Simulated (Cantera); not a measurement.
# Thermodynamics of silicon oxide and oxynitride deposition, feed SiH2Cl2 + NO + H2 + H2O

A closed system holds: 1 mol SiH2Cl2, 0.29 mol NO, 1.1 mol H2, 2.9 mol H2O, at 143 Torr.

Equilibrium computed with Cantera from the NASA thermochemical tables; the gas is ideal and each condensed phase is pure. Candidate condensed phases: H2O, NH4Cl, Si, SiO2, Si2N2O, Si3N4; 47 gas species. The tables hold silica as quartz up to 1696 K and as liquid above; real silica turns to tridymite and cristobalite and melts near 1996 K. Gases not in the tables: Si(OH)4. Equilibrium is a limit: real reactors are often held back by kinetics, nucleation or transport.

```json
[
 {"T (°C)": "975", "log p H2": "-1.06", "log p HCl": "-1.21", "log p H2O": "-1.43", "log p N2": "-2.35", "n SiO2(β-quartz)": "1.00", "n SiO2(condensed)": "0", "n SiO2(l)": "0"},
 {"T (°C)": "1050", "log p H2": "-1.06", "log p HCl": "-1.21", "log p H2O": "-1.43", "log p N2": "-2.35", "n SiO2(β-quartz)": "1.00", "n SiO2(condensed)": "0", "n SiO2(l)": "0"},
 {"T (°C)": "1125", "log p H2": "-1.06", "log p HCl": "-1.21", "log p H2O": "-1.43", "log p N2": "-2.35", "n SiO2(β-quartz)": "1.00", "n SiO2(condensed)": "0", "n SiO2(l)": "0"},
 {"T (°C)": "1200", "log p H2": "-1.06", "log p HCl": "-1.21", "log p H2O": "-1.43", "log p N2": "-2.35", "n SiO2(β-quartz)": "1.00", "n SiO2(condensed)": "0", "n SiO2(l)": "0"},
 {"T (°C)": "1275", "log p H2": "-1.06", "log p HCl": "-1.21", "log p H2O": "-1.43", "log p N2": "-2.35", "n SiO2(β-quartz)": "1.000", "n SiO2(condensed)": "0", "n SiO2(l)": "0"},
 {"T (°C)": "1350", "log p H2": "-1.06", "log p HCl": "-1.21", "log p H2O": "-1.43", "log p N2": "-2.35", "n SiO2(β-quartz)": "1.000", "n SiO2(condensed)": "0", "n SiO2(l)": "0"},
 {"T (°C)": "1425", "log p H2": "-1.06", "log p HCl": "-1.21", "log p H2O": "-1.43", "log p N2": "-2.35", "n SiO2(β-quartz)": "0", "n SiO2(condensed)": "1.000", "n SiO2(l)": "0"},
 {"T (°C)": "1500", "log p H2": "-1.06", "log p HCl": "-1.21", "log p H2O": "-1.43", "log p N2": "-2.35", "n SiO2(β-quartz)": "0", "n SiO2(condensed)": "1.000", "n SiO2(l)": "0"},
 {"T (°C)": "1575", "log p H2": "-1.06", "log p HCl": "-1.21", "log p H2O": "-1.43", "log p N2": "-2.35", "n SiO2(β-quartz)": "0", "n SiO2(condensed)": "1.000", "n SiO2(l)": "0"},
 {"T (°C)": "1650", "log p H2": "-1.06", "log p HCl": "-1.21", "log p H2O": "-1.43", "log p N2": "-2.35", "n SiO2(β-quartz)": "0", "n SiO2(condensed)": "0.998", "n SiO2(l)": "0"},
 {"T (°C)": "1725", "log p H2": "-1.06", "log p HCl": "-1.21", "log p H2O": "-1.43", "log p N2": "-2.35", "n SiO2(β-quartz)": "0", "n SiO2(condensed)": "0", "n SiO2(l)": "0.995"}
]
```
log p: log10 of the partial pressure in bar; n: condensed amount in mol.

From 975 °C to 1350 °C the condensed part is SiO2(β-quartz). From 1425 °C to 1650 °C the condensed part is SiO2(condensed). At 1725 °C the condensed part is SiO2(l).
